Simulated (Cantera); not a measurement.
Diamond growth

A diamond (100) surface in a fixed gas of H2 with x(CH4) = 0.0042, x(H) = 0.002, at 923 K, 10000 Pa; coverages are run to steady state.

Model: the Harris–Goodwin 1993 mechanism for the reconstructed diamond (100) surface, integrated in Cantera.

```
x(CH3)   growth (µm/h)  θ c6HH   θ c6H*  θ c6*H   θ c6**    θ c6HM
-------  -------------  ------  -------  ------  -------  --------
1e-06           0.0355   0.670   0.0121   0.312  0.00529  0.000377
2.7e-06         0.0958   0.669   0.0121   0.312  0.00528   0.00102
7.1e-06          0.251   0.668   0.0121   0.311  0.00527   0.00267
1.9e-05          0.668   0.664   0.0120   0.310  0.00523   0.00709
5.1e-05           1.77   0.654   0.0118   0.305  0.00513    0.0187
0.00014           4.64   0.629   0.0113   0.293  0.00487    0.0492
0.00036           10.8   0.574   0.0103   0.267  0.00432     0.114
0.00097           22.9   0.465  0.00831   0.215  0.00325     0.243
0.0026            39.4   0.317  0.00557   0.144  0.00185     0.419
```
θ: site fractions in the mechanism's names (c6HH fully hydrogenated, c6H* and c6*H radical sites, c6** diradical, c6HM methylated).
